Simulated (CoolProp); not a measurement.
Saturated liquid density (kg/m³) of normal hydrogen: the reference equation beside estimates from Tc = 33.1 K, pc = 12.96 bar, ω = -0.219. Rackett uses Z = 0.29056 − 0.08775 ω.

Computed with CoolProp (reference Helmholtz-energy equation of state, Leachman 2009).

```json
[
 {"T (K)": "22.2", "reference": "68.64", "Rackett": "71.90", "Redlich-Kwong": "80.92", "Soave-Redlich-Kwong": "74.73", "Peng-Robinson": "84.18"},
 {"T (K)": "23.2", "reference": "67.32", "Rackett": "70.26", "Redlich-Kwong": "78.48", "Soave-Redlich-Kwong": "72.41", "Peng-Robinson": "…"},
 {"T (K)": "24.2", "reference": "65.91", "Rackett": "…", "Redlich-Kwong": "…", "Soave-Redlich-Kwong": "69.98", "Peng-Robinson": "78.84"},
 {"T (K)": "25.2", "reference": "64.39", "Rackett": "66.73", "Redlich-Kwong": "73.07", "Soave-Redlich-Kwong": "67.40", "Peng-Robinson": "75.92"},
 {"T (K)": "26.2", "reference": "62.74", "Rackett": "64.79", "Redlich-Kwong": "70.06", "Soave-Redlich-Kwong": "…", "Peng-Robinson": "72.80"},
 {"T (K)": "27.2", "reference": "60.93", "Rackett": "62.72", "Redlich-Kwong": "66.80", "Soave-Redlich-Kwong": "61.72", "Peng-Robinson": "69.44"},
 {"T (K)": "28.2", "reference": "58.92", "Rackett": "60.45", "Redlich-Kwong": "63.24", "Soave-Redlich-Kwong": "58.55", "Peng-Robinson": "65.79"},
 {"T (K)": "29.2", "reference": "56.64", "Rackett": "57.94", "Redlich-Kwong": "59.29", "Soave-Redlich-Kwong": "55.07", "Peng-Robinson": "61.77"},
 {"T (K)": "30.3", "reference": "53.67", "Rackett": "54.73", "Redlich-Kwong": "54.33", "Soave-Redlich-Kwong": "50.74", "Peng-Robinson": "56.74"},
 {"T (K)": "31.3", "reference": "50.26", "Rackett": "51.15", "Redlich-Kwong": "48.96", "Soave-Redlich-Kwong": "46.09", "Peng-Robinson": "…"},
 {"T (K)": "32.3", "reference": "45.33", "Rackett": "46.16", "Redlich-Kwong": "…", "Soave-Redlich-Kwong": "40.08", "Peng-Robinson": "44.31"}
]
```

Q: Complete the blanks.

A: 
- 23.2, Peng-Robinson: 81.58
- 24.2, Rackett: 68.54
- 24.2, Redlich-Kwong: 75.86
- 26.2, Soave-Redlich-Kwong: 64.66
- 31.3, Peng-Robinson: 51.33
- 32.3, Redlich-Kwong: 41.97

Absolute difference from the reference over all 11 rows, mean and median: Rackett 3.0 and 2.9 %, Redlich-Kwong 9.8 and 9.6 %, Soave-Redlich-Kwong 5.5 and 5.5 %, Peng-Robinson 12.9 and 14.0 %.
